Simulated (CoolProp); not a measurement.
The numbers come from the reference Helmholtz-energy equation of state, Span 2000 in CoolProp.

**Question.** Give the vapour pressure (MPa), vapour density (kg/m³), liquid cp (kJ/(kg K)), liquid viscosity (µPa s) of saturated nitrogen at -169.25 °C.

**Answer.** 
| T (°C) | p (MPa) | vapour density (kg/m³) | liquid cp (kJ/(kg K)) | liquid viscosity (µPa s) |
|---|---|---|---|---|
| -169.25 | 1.01 | 41.8 | 2.44 | 67.5 |

Viscosity comes from a separate model (Lemmon 2004).
